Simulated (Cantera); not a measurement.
Source: NASA polynomial tables (part measured, part estimated), evaluated in Cantera. Values are per mole of reaction as written; species without (g) are pure solids or liquids, kept so even where they would boil at 1 bar.

Task: Between 300 and 1698 K, where is each reaction favourable under standard conditions?
- 2 CrO₃(g) + NO(g) ⇌ 7 O(g) + Cr₂N

Result: 
- 2 CrO₃(g) + NO(g) ⇌ 7 O(g) + Cr₂N: ΔG° is 1978 kJ at 300 K and 1262 kJ at 1698 K; it stays positive (K < 1). ΔH° is 2186 kJ and ΔS° 544 J/K at 1698 K.
